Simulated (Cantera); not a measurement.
A closed system holds: 1 mol Si, 21 mol HCl, 2.6 mol F2, equilibrated at 275 °C and 1.00 bar.

Equilibrium computed with Cantera from the NASA thermochemical tables; the gas is ideal and each condensed phase is pure. Candidate condensed phases: Si; 37 gas species. Rates play no part.

Base state: HCl 0.876, HF 0.0531, SiF4 0.0442, Cl2 0.0265 (mole fractions); condensed: gas only.

Problem. What changes in the equilibrium state with this change: F2 from 2.6 to 1.1 mol?

Solution. 
```json
[
 {"species": "HCl", "before": "0.876", "after": "0.910"},
 {"species": "H2", "before": "<1e-9", "after": "0.0427"},
 {"species": "SiF4", "before": "0.0442", "after": "0.0261"},
 {"species": "HF", "before": "0.0531", "after": "2.78e-6"},
 {"species": "Cl2", "before": "0.0265", "after": "<1e-9"},
 {"species": "SiCl4", "before": "<1e-9", "after": "0.0213"}
]
```
